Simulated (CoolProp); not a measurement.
Vapour-liquid equilibrium of R1234yf (1) + isobutane (2) at 242.3 K; x and y are mole fractions of (1).

Model: multi-fluid Helmholtz-energy mixture model, Lemmon 2022 and Bücker 2006; pair parameters Bell 2016, in CoolProp.

### Question
Give the bubble pressure and the first vapour's composition at x = 0.05, 0.425, 0.875. Is there an azeotrope?

### Answer
x = 0.05: 0.05808 MPa, y = 0.259; x = 0.425: 0.09236 MPa, y = 0.636; x = 0.875: 0.09865 MPa, y = 0.859. y crosses x between x = 0.8 and 0.875: the model has an azeotrope there.

The pair parameters rest on a limited set of measurements; away from them the model extrapolates.
